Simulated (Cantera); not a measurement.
Cantera run:

```python
import numpy as np
import cantera as ct

gas_names = """
    AL ALCL ALCL2 ALCL3 ALH ALO ALOCL ALOH ALO2 ALO2H AL2 AL2CL6 AL2O AL2O2 CL CLO CL2 H HALO HCL HOCL
    HO2 H2 H2O H2O2 O OH O2 O3
""".split()
cond_names = """
    AL(cr) AL(L) ALCL3(s) ALCL3(L) AL2O3(a) AL2O3(L) H2O(s) H2O(L)
""".split()


# ... load() reads the species with a 1 bar reference pressure and builds the phases ...
atoms = {
    'AlCl3': {'AL': 1, 'CL': 3},
    'H2O': {'H': 2, 'O': 1},
    'H2': {'H': 2},
}
top_T = {}  # K; cautious upper limits of use, not melting points


# ... equilibrate(T, P, feed) seeds the gas with the atoms and calls Mixture.equilibrate('TP', solver="vcs", rtol=1e-11, max_steps=5000) ...
results = []
feed = {'AlCl3': 1, 'H2O': 12, 'H2': 160}  # mol
P = 133.322  # Pa
for T in [600, 800, 1000, 1200, 1400, 1600, 1800, 2000, 2200]:
    mix = equilibrate(T, P, feed)
    results.append((T, P, feed, dict(zip(mix.species_names, mix.species_moles))))

top = {s: max(r[3][s] / sum(r[3][g] for g in gas_names) for r in results) for s in gas_names}
cols = sorted((s for s in top if top[s] > 0.001), key=lambda s: -top[s])[:9]
seen = [c for c in cond_names if any(r[3].get(c, 0) > 1e-12 for r in results)]
print("log10 of partial pressures in bar; condensed amounts in mol")
print(f"{'T/K':>10s}" + "".join(f"{s[:9]:>10s}" for s in cols + seen))
for T, P, feed, n in results:
    ng = sum(n[g] for g in gas_names)
    print(f"{T:10.4g}" + "".join(f"{np.log10(max(n[s] / ng * P / 1e5, 1e-99)):10.3f}" for s in cols)
          + "".join(f"{n.get(c, 0):10.4g}" for c in seen))
```

Output:

```
log10 of partial pressures in bar; condensed amounts in mol
       T/K        H2         H       H2O       HCL        CL        OH  AL2O3(a)
       600    -2.910   -17.790    -4.093    -4.637   -19.420   -23.866       0.5
       800    -2.910   -12.993    -4.093    -4.637   -14.705   -17.671       0.5
      1000    -2.910   -10.099    -4.093    -4.637   -11.857   -13.937       0.5
      1200    -2.910    -8.160    -4.093    -4.637    -9.949   -11.440       0.5
      1400    -2.910    -6.768    -4.093    -4.637    -8.580    -9.653       0.5
      1600    -2.911    -5.720    -4.094    -4.638    -7.549    -8.310       0.5
      1800    -2.915    -4.903    -4.096    -4.643    -6.748    -7.265    0.4998
      2000    -2.930    -4.254    -4.104    -4.663    -6.115    -6.429    0.4956
      2200    -2.978    -3.738    -4.130    -4.733    -5.631    -5.746    0.4359
```

Cantera equilibrium calculation (NASA polynomials, part measured and part estimated; ideal gas, pure solids and liquids). The tables' values for AlOH are old estimates; treat these amounts as uncertain. Condensed phases not in the tables: AlOCl.
